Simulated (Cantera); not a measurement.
Cantera run:

```python
import numpy as np
import cantera as ct

gas_names = """
    Fe FeO O O2 O3
""".split()
cond_names = """
    Fe(a) Fe(c) Fe(d) Fe(L) FeO(s) FeO(L) Fe2O3(s) Fe3O4(s)
""".split()


def load(file, names, dense=False):
    # The tables refer to 1 bar. Condensed volumes are neglected.
    table = {s.name: s for s in ct.Species.list_from_file(file)}
    out = []
    for n in names:
        d = dict(table[n].input_data)
        d["thermo"] = dict(d["thermo"], **{"reference-pressure": 1e5})
        if dense:
            d["equation-of-state"] = {"model": "constant-volume", "density": "1e6 g/cm^3"}
        out.append(ct.Species.from_dict(d))
    return out


gas = ct.Solution(thermo="ideal-gas", species=load("nasa_gas.yaml", gas_names))
cond = {s.name: ct.Solution(thermo="fixed-stoichiometry", species=[s], name=s.name)
        for s in load("nasa_condensed.yaml", cond_names, dense=True)}
atoms = {
    'Fe2O3': {'Fe': 2, 'O': 3},
    'O2': {'O': 2},
}
top_T = {'Fe2O3(s)': 1830, 'Fe3O4(s)': 1870}  # K; cautious upper limits of use, not melting points


def equilibrate(T, P, feed):
    n = {}
    for name, mol in feed.items():
        for a, k in atoms[name].items():
            n[a] = n.get(a, 0.0) + k * mol
    gas.TPX = T, P, n
    mass = sum(n.values()) * gas.mean_molecular_weight
    gas.equilibrate("TP")
    valid = [c for c in cond.values() if c.min_temp <= T <= top_T.get(c.name, c.max_temp)]
    mix = ct.Mixture([(gas, mass / gas.mean_molecular_weight)] + [(c, 0.0) for c in valid])
    mix.T, mix.P = T, P
    mix.equilibrate("TP", solver="vcs", rtol=1e-11, max_steps=5000)
    return mix


results = []
feed = {'Fe2O3': 1, 'O2': 0.24}  # mol
T = 1600  # K
for P in [1000, 3000, 8800, 26000, 77000, 230000, 680000, 2000000]:
    mix = equilibrate(T, P, feed)
    results.append((T, P, feed, dict(zip(mix.species_names, mix.species_moles))))

top = {s: max(r[3][s] / sum(r[3][g] for g in gas_names) for r in results) for s in gas_names}
cols = sorted((s for s in top if top[s] > 1e-05), key=lambda s: -top[s])[:5]
seen = [c for c in cond_names if any(r[3].get(c, 0) > 1e-12 for r in results)]
print("log10 of partial pressures in bar; condensed amounts in mol")
print(f"{'P/Pa':>10s}" + "".join(f"{s[:9]:>10s}" for s in cols + seen))
for T, P, feed, n in results:
    ng = sum(n[g] for g in gas_names)
    print(f"{P:10.4g}" + "".join(f"{np.log10(max(n[s] / ng * P / 1e5, 1e-99)):10.3f}" for s in cols)
          + "".join(f"{n.get(c, 0):10.4g}" for c in seen))
```

Output:

```
log10 of partial pressures in bar; condensed amounts in mol
      P/Pa        O2         O  Fe2O3(s)  Fe3O4(s)
      1000    -2.000    -5.839         0    0.6667
      3000    -1.523    -5.600         0    0.6667
      8800    -1.056    -5.366         1         0
   2.6e+04    -0.585    -5.131         1         0
   7.7e+04    -0.114    -4.895         1         0
   2.3e+05     0.362    -4.658         1         0
   6.8e+05     0.833    -4.422         1         0
     2e+06     1.301    -4.188         1         0
```

Cantera equilibrium calculation (NASA polynomials, part measured and part estimated; ideal gas, pure solids and liquids).
